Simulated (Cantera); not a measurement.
## Thermodynamics of hydrogen reduction and annealing atmospheres, feed Nb2O5 + H2 + H2O

A closed system holds: 1 mol Nb2O5, 29 mol H2, 3 mol H2O, at 1 atm.

Method: chemical equilibrium by Gibbs-energy minimisation in Cantera with the NASA 1993 tables (ideal gas, pure condensed phases). Candidate condensed phases: H2O, Nb, NbO, NbO2, Nb2O5; 12 gas species. Mutual solubility and eutectic melting of coexisting phases are not modelled. Condensed phases not in the tables: the oxides between NbO2 and Nb2O5. The numbers say what is thermodynamically allowed, not how fast it happens.

From 1200 K to 1500 K the condensed part is Nb2O5(s). At 1600 K the condensed part is NbO2(s) + Nb2O5(s). From 1700 K to 2100 K the condensed part is NbO2(s).

```json
[
 {"T (K)": "1200", "log p H2": "-0.04", "log p H2O": "-1.02", "log p H": "-6.72", "log p OH": "-9.81", "log p NbO2": "<-11", "n Nb2O5(s)": "1.00", "n NbO2(s)": "0"},
 {"T (K)": "1300", "log p H2": "-0.04", "log p H2O": "-1.02", "log p H": "-5.97", "log p OH": "-8.84", "log p NbO2": "<-11", "n Nb2O5(s)": "1.00", "n NbO2(s)": "0"},
 {"T (K)": "1400", "log p H2": "-0.04", "log p H2O": "-1.02", "log p H": "-5.33", "log p OH": "-8.02", "log p NbO2": "-11.72", "n Nb2O5(s)": "1.00", "n NbO2(s)": "0"},
 {"T (K)": "1500", "log p H2": "-0.04", "log p H2O": "-1.02", "log p H": "-4.77", "log p OH": "-7.30", "log p NbO2": "-10.23", "n Nb2O5(s)": "1.00", "n NbO2(s)": "0"},
 {"T (K)": "1600", "log p H2": "-0.05", "log p H2O": "-0.91", "log p H": "-4.29", "log p OH": "-6.56", "log p NbO2": "-8.99", "n Nb2O5(s)": "0.152", "n NbO2(s)": "1.70"},
 {"T (K)": "1700", "log p H2": "-0.05", "log p H2O": "-0.90", "log p H": "-3.86", "log p OH": "-5.99", "log p NbO2": "-7.92", "n Nb2O5(s)": "0", "n NbO2(s)": "2.00"},
 {"T (K)": "1800", "log p H2": "-0.05", "log p H2O": "-0.90", "log p H": "-3.47", "log p OH": "-5.50", "log p NbO2": "-6.97", "n Nb2O5(s)": "0", "n NbO2(s)": "2.00"},
 {"T (K)": "1900", "log p H2": "-0.05", "log p H2O": "-0.90", "log p H": "-3.13", "log p OH": "-5.06", "log p NbO2": "-6.13", "n Nb2O5(s)": "0", "n NbO2(s)": "2.00"},
 {"T (K)": "2000", "log p H2": "-0.05", "log p H2O": "-0.90", "log p H": "-2.82", "log p OH": "-4.66", "log p NbO2": "-5.37", "n Nb2O5(s)": "0", "n NbO2(s)": "2.00"},
 {"T (K)": "2100", "log p H2": "-0.05", "log p H2O": "-0.90", "log p H": "-2.53", "log p OH": "-4.30", "log p NbO2": "-4.69", "n Nb2O5(s)": "0", "n NbO2(s)": "2.00"}
]
```
log p: log10 of the partial pressure in bar; n: condensed amount in mol.
